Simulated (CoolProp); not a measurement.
Acetone at several states: density (kg/m³) from the reference equation and from simpler models built on Tc = 235.0 °C, pc = 4692 kPa, ω = 0.307; each cubic takes its own stable root.

The numbers come from the reference Helmholtz-energy equation of state, Lemmon 2006 in CoolProp. It is a short technical equation, of lower accuracy than the large ones.

```csv
T (°C),p (kPa),phase,reference
145.25,98.9,gas,1.680
10.15,672,liquid,801.6
-1.35,1550,liquid,814.8
69.45,274,liquid,733.0
```

How far does each simpler model (van der Waals, Soave-Redlich-Kwong) lie from the reference over these 4 states: mean and median of the absolute difference, and the worst?


- van der Waals: mean 49.4 %, median 48.9 %, worst -99.2 % at 69.45 °C and 274 kPa
- Soave-Redlich-Kwong: mean 16.6 %, median 21.8 %, worst -22.2 % at -1.35 °C and 1550 kPa

At some of these states van der Waals gives the other phase, because its saturation line lies elsewhere.
